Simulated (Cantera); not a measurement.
## Gas-phase reforming

An isothermal, constant-pressure homogeneous reactor starts with CH₄ : CO₂ : H₂ = 1 : 0.79 : 0.31 (molar parts), at 1675 K and 1.01 bar.

Model: GRI-Mech 3.0 (53 species, 325 reactions), integrated in Cantera.

| t (s) | x CH₄ | x CO₂ | x H₂ | x C₂H | x CO | x O | x CH₃ |
|---|---|---|---|---|---|---|---|
| 2.00e-6 | 0.476 | 0.376 | 0.148 | <1e-12 | 2.22e-7 | <1e-12 | 2.51e-5 |
| 7.97e-6 | 0.476 | 0.376 | 0.148 | <1e-12 | 1.75e-6 | <1e-12 | 0.000101 |
| 3.17e-5 | 0.476 | 0.376 | 0.148 | <1e-12 | 2.00e-5 | 2.01e-12 | 0.000367 |
| 0.000126 | 0.474 | 0.376 | 0.148 | 2.04e-12 | 0.000211 | 7.25e-12 | 0.000822 |
| 0.000503 | 0.465 | 0.373 | 0.154 | 2.74e-10 | 0.00156 | 1.65e-11 | 0.00122 |
| 0.00200 | 0.421 | 0.357 | 0.185 | 7.27e-9 | 0.00856 | 2.26e-11 | 0.00118 |
| 0.00798 | 0.302 | 0.296 | 0.266 | 3.80e-8 | 0.0391 | 2.97e-11 | 0.000842 |
| 0.0318 | 0.137 | 0.154 | 0.325 | 8.76e-8 | 0.140 | 4.85e-11 | 0.000435 |
| 0.127 | 0.0406 | 0.0433 | 0.353 | 1.21e-7 | 0.242 | 6.63e-11 | 0.000158 |
| 0.504 | 0.0251 | 0.0272 | 0.426 | 8.36e-8 | 0.299 | 5.14e-11 | 9.19e-5 |
| 2.01 | 0.0170 | 0.0120 | 0.500 | 4.26e-8 | 0.362 | 2.78e-11 | 5.69e-5 |
| 8.00 | 0.0114 | 0.00255 | 0.545 | 2.18e-8 | 0.400 | 7.17e-12 | 3.64e-5 |
x: mole fraction; the columns are a selection and need not sum to one.

Equilibrium at this temperature and pressure: CH₄ 0.00973, CO₂ 1.09e-6, H₂ 0.557, C₂H 1.67e-8, CO 0.410, O <1e-12, CH₃ 3.07e-5 (gas phase only).
